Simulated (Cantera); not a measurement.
Adiabatic ignition

An adiabatic, constant-pressure homogeneous reactor starts with CH₄ : O₂ : N₂ = 1 : 2.06 : 7.75 (molar parts), equivalence ratio 0.97, at 1750 K and 10.0 bar.

Cantera simulation using GRI-Mech 3.0 (53 species, 325 reactions); the numbers are that mechanism's predictions, not measurements. Above 3000 K some thermodynamic fits are extrapolated.

```
t (s)     T (K)   x CH₄    x O₂   x C₂H₂    x N₂O   x C₂H₄     x HCN
--------  -----  ------  ------  -------  -------  -------  --------
3.00e-6    1750  0.0922   0.190  1.17e-9  1.33e-9  1.36e-6    <1e-12
7.54e-6    1752  0.0910   0.190  1.19e-7  6.71e-9  3.95e-5  2.45e-12
1.89e-5    1830  0.0731   0.176  4.94e-5  8.13e-8  0.00164  6.75e-10
4.75e-5    3008  <1e-12  0.0230   <1e-12  2.01e-6   <1e-12   3.29e-9
0.000119   2998  <1e-12  0.0207   <1e-12  2.09e-6   <1e-12   5.93e-9
0.000300   2992  <1e-12  0.0193   <1e-12  2.21e-6   <1e-12   7.69e-9
0.000754   2991  <1e-12  0.0192   <1e-12  2.22e-6   <1e-12   7.87e-9
0.00189    2991  <1e-12  0.0192   <1e-12  2.22e-6   <1e-12   7.87e-9
0.00475    2991  <1e-12  0.0192   <1e-12  2.22e-6   <1e-12   7.87e-9
0.0119     2991  <1e-12  0.0192   <1e-12  2.22e-6   <1e-12   7.87e-9
0.0300     2991  <1e-12  0.0192   <1e-12  2.22e-6   <1e-12   7.87e-9
0.0754     2991  <1e-12  0.0192   <1e-12  2.22e-6   <1e-12   7.87e-9
0.189      2991  <1e-12  0.0192   <1e-12  2.22e-6   <1e-12   7.87e-9
0.475      2991  <1e-12  0.0192   <1e-12  2.22e-6   <1e-12   7.87e-9
1.19       2991  <1e-12  0.0192   <1e-12  2.22e-6   <1e-12   7.87e-9
3.00       2991  <1e-12  0.0192   <1e-12  2.22e-6   <1e-12   7.87e-9
```
x: mole fraction; the columns are a selection and need not sum to one.

| Property | Result |
|---|---|
| time of steepest temperature rise | 23.3 µs |
| temperature at 3.00 s | 2991 K |
| equilibrium temperature | 2991 K |
| x(CH₄) at 3.00 s | <1e-12 (gas-phase equilibrium <1e-12) |
| x(O₂) at 3.00 s | 0.0192 (gas-phase equilibrium 0.0192) |
| x(C₂H₂) at 3.00 s | <1e-12 (gas-phase equilibrium <1e-12) |
